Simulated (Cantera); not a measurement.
Hydrocarbon pyrolysis for carbon deposition

An isothermal, constant-pressure homogeneous reactor starts with 47.6 % C2H4, 52.4 % H2, at 1225 K and 0.207 atm.

Cantera simulation using GRI-Mech 3.0 (53 species, 325 reactions); the numbers are that mechanism's predictions, not measurements. GRI-Mech 3.0 was tuned for natural gas; its chemistry of ethylene as a main component is partial and can be far from experiment. GRI-Mech 3.0 stops at C3 and has no aromatics, soot or wall deposition, so with more carbon than oxygen in the feed, carbon stays in small species such as C2H2 where larger ones or solid carbon would form.

```tsv
t (s)	x C2H4	x H2	x CH4	x H	x CH3	x C2H6
3.00e-5	0.476	0.524	<1e-12	5.36e-11	<1e-12	2.55e-11
7.27e-5	0.476	0.524	<1e-12	1.24e-10	<1e-12	1.53e-10
0.000176	0.476	0.524	<1e-12	2.95e-10	<1e-12	9.11e-10
0.000428	0.476	0.524	1.87e-12	7.10e-10	<1e-12	5.40e-9
0.00104	0.476	0.524	2.83e-11	1.72e-9	1.63e-12	3.17e-8
0.00251	0.476	0.524	4.17e-10	4.21e-9	9.83e-12	1.88e-7
0.00609	0.476	0.524	6.19e-9	1.10e-8	6.11e-11	1.14e-6
0.0148	0.476	0.524	1.05e-7	3.96e-8	4.80e-10	8.31e-6
0.0358	0.475	0.524	5.12e-6	4.54e-7	1.73e-8	0.000137
0.0868	0.457	0.527	0.00131	4.46e-6	1.45e-6	0.00305
0.211	0.384	0.540	0.0129	5.75e-6	4.50e-6	0.00456
0.510	0.282	0.556	0.0347	5.30e-6	7.54e-6	0.00346
1.24	0.202	0.558	0.0644	4.39e-6	1.03e-5	0.00249
3.00	0.171	0.536	0.103	3.31e-6	1.26e-5	0.00204
```
x: mole fraction; the columns are a selection and need not sum to one.

Equilibrium at this temperature and pressure: C2H4 0.0900, H2 0.285, CH4 0.441, H 3.66e-7, CH3 1.09e-5, C2H6 0.000611 (gas phase only).
